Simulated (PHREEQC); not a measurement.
Make-up at 92 °C: 49 mmol/kgw NH4HF2 and 0.41 mmol/kgw H2SiF6. Closed to the air; pH follows from the charge balance.

Equilibrium calculation in PHREEQC: ion-association model, phreeqc.dat.

This is a speciation only: nothing precipitates in the calculation.

Task: Estimate the pH, ionic strength.

Result: pH 3.64; ionic strength 0.0497 mol/kgw.

Task: In which forms is F present?

Result: HF 42 %, F- 41 %, HF2- 14 %, SiF6-2 2.4 % of the F.

Away from 25 °C the constants follow the database's enthalpies or fits; those with neither stay at their 25 °C values. SiF6-2 is the database's only silicon fluoride.
